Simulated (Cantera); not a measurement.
A freely propagating, adiabatic, planar premixed flame of 35.3 % H₂, 13.6 % O₂, 51.1 % N₂, equivalence ratio 1.3, unburnt at 325 K and 500000 Pa; multicomponent transport, grid criteria slope 0.08 and curve 0.16, no radiation.

Computed with Cantera and the H2/O2 subset of GRI-Mech 3.0, which has no nitrogen chemistry. The hydrogen kinetics of GRI-Mech 3.0 are dated; newer H2 mechanisms differ, most at raised pressure. Burning velocities carry a grid error of a few per cent, more on coarse grids.

**Question.** Predict: laminar burning velocity; thermal thickness; peak x(HO₂); peak x(O); peak x(H₂O₂).

**Answer.** 
```
Property                     Result
------------------------  ---------
laminar burning velocity   308 cm/s
thermal thickness         0.0446 mm
peak x(HO₂)                 0.00123
peak x(O)                   0.00433
peak x(H₂O₂)               0.000176
```
